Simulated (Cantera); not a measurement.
An isothermal, constant-pressure homogeneous reactor starts with C2H4 : H2 = 1 : 11 (molar parts), at 1450 K and 0.0250 bar. Integrator tolerance rtol = 1e-08.

Detailed kinetics in Cantera: GRI-Mech 3.0 (53 species, 325 reactions). GRI-Mech 3.0 was tuned for natural gas; its chemistry of ethylene as a main component is partial and can be far from experiment. GRI-Mech 3.0 stops at C3 and has no aromatics, soot or wall deposition, so with more carbon than oxygen in the feed, carbon stays in small species such as C2H2 where larger ones or solid carbon would form. Radical loss at walls, strong at low pressure, is not modelled.

Question: What does this change do: H2 11 to 77 parts?

Answer: 
| quantity | before | after |
|---|---|---|
| x(C2H4) at 2.00 s | 0.000833 (gas-phase equilibrium 0.000787) | 0.000160 (gas-phase equilibrium 0.000125) |
| x(H2) at 2.00 s | 0.923 (gas-phase equilibrium 0.918) | 0.987 (gas-phase equilibrium 0.985) |
| x(C2H6) at 2.00 s | 1.42e-7 (gas-phase equilibrium 2.31e-7) | 2.55e-8 (gas-phase equilibrium 3.93e-8) |
| x(C2H) at 2.00 s | 6.68e-9 (gas-phase equilibrium 6.22e-9) | 7.17e-10 (gas-phase equilibrium 8.88e-10) |
| x(CH4) at 2.00 s | 0.000336 (gas-phase equilibrium 0.00876) | 5.09e-5 (gas-phase equilibrium 0.00374) |
| x(CH3) at 2.00 s | 4.37e-7 (gas-phase equilibrium 1.11e-5) | 4.34e-8 (gas-phase equilibrium 4.57e-6) |
| x(C2H2) at 2.00 s | 0.0760 (gas-phase equilibrium 0.0725) | 0.0125 (gas-phase equilibrium 0.0107) |

Question: What does this change do: C2H4 1 to 0.1 parts?

Answer: 
```
quantity                                              before                                      after
-----------------  -----------------------------------------  -----------------------------------------
x(C2H4) at 2.00 s  0.000833 (gas-phase equilibrium 0.000787)   0.000126 (gas-phase equilibrium 8.55e-5)
x(H2) at 2.00 s          0.923 (gas-phase equilibrium 0.918)        0.991 (gas-phase equilibrium 0.989)
x(C2H6) at 2.00 s    1.42e-7 (gas-phase equilibrium 2.31e-7)    1.88e-8 (gas-phase equilibrium 2.71e-8)
x(C2H) at 2.00 s     6.68e-9 (gas-phase equilibrium 6.22e-9)  4.24e-10 (gas-phase equilibrium 6.05e-10)
x(CH4) at 2.00 s    0.000336 (gas-phase equilibrium 0.00876)    3.35e-5 (gas-phase equilibrium 0.00311)
x(CH3) at 2.00 s     4.37e-7 (gas-phase equilibrium 1.11e-5)    2.40e-8 (gas-phase equilibrium 3.79e-6)
x(C2H2) at 2.00 s      0.0760 (gas-phase equilibrium 0.0725)    0.00879 (gas-phase equilibrium 0.00731)
```

Question: What does this change do: pressure from 0.0250 bar to 0.320 bar?

Answer: 
| quantity | before | after |
|---|---|---|
| x(C2H4) at 2.00 s | 0.000833 (gas-phase equilibrium 0.000787) | 0.00756 (gas-phase equilibrium 0.00523) |
| x(H2) at 2.00 s | 0.923 (gas-phase equilibrium 0.918) | 0.904 (gas-phase equilibrium 0.878) |
| x(C2H6) at 2.00 s | 1.42e-7 (gas-phase equilibrium 2.31e-7) | 1.99e-5 (gas-phase equilibrium 1.88e-5) |
| x(C2H) at 2.00 s | 6.68e-9 (gas-phase equilibrium 6.22e-9) | 1.96e-9 (gas-phase equilibrium 9.66e-10) |
| x(CH4) at 2.00 s | 0.000336 (gas-phase equilibrium 0.00876) | 0.0319 (gas-phase equilibrium 0.0773) |
| x(CH3) at 2.00 s | 4.37e-7 (gas-phase equilibrium 1.11e-5) | 1.63e-5 (gas-phase equilibrium 2.79e-5) |
| x(C2H2) at 2.00 s | 0.0760 (gas-phase equilibrium 0.0725) | 0.0564 (gas-phase equilibrium 0.0394) |
